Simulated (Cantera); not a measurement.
Mixture: CH4 : CO : O2 : N2 : H2O = 1 : 0.34 : 2.61 : 9.83 : 0.91 (molar parts), equivalence ratio 0.83, at 1950 Torr, adiabatic and at constant volume. Ignition delay is the time to a rise of 400 K.

Detailed kinetics in Cantera: GRI-Mech 3.0 (53 species, 325 reactions).

### Question
What does this change do: constant pressure in place of constant volume?

### Answer
| quantity | before | after |
|---|---|---|
| delay at 1000 K | 0.565 s | 0.580 s |
| delay at 1050 K | 0.229 s | 0.236 s |
| delay at 1100 K | 99.5 ms | 0.103 s |
| delay at 1150 K | 45.8 ms | 47.8 ms |
| delay at 1200 K | 22.2 ms | 23.2 ms |
| delay at 1250 K | 11.1 ms | 11.7 ms |
| delay at 1300 K | 5.80 ms | 6.12 ms |
| apparent activation energy between 1200 and 1300 K | 170 kJ/mol | 170 kJ/mol |

### Question
What does this change do: CO 0.34 to 0.58 parts?

### Answer
```tsv
quantity	before	after
delay at 1000 K	0.565 s	0.681 s
delay at 1050 K	0.229 s	0.270 s
delay at 1100 K	99.5 ms	0.115 s
delay at 1150 K	45.8 ms	51.7 ms
delay at 1200 K	22.2 ms	24.5 ms
delay at 1250 K	11.1 ms	12.1 ms
delay at 1300 K	5.80 ms	6.18 ms
apparent activation energy between 1200 and 1300 K	170 kJ/mol	180 kJ/mol
```
